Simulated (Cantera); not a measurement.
**Equilibrium for boron, boron nitride and boron oxide: B + N₂**

A closed system holds: 1 mol B, 25 mol N₂, at 2400 K and 0.0470 bar.

Method: chemical equilibrium by Gibbs-energy minimisation in Cantera with the NASA 1993 tables (ideal gas, pure condensed phases). Candidate condensed phases: B, BN; 5 gas species. Kinetics and transport are ignored.

```yaml
x(N₂): 1.000
x(B): 0.000430
x(BN): 4.26e-5
n(BN(s)): 0.988 mol
gas_amount: 24.52 mol
log10 activity of B(l) (absent): -0.20
```
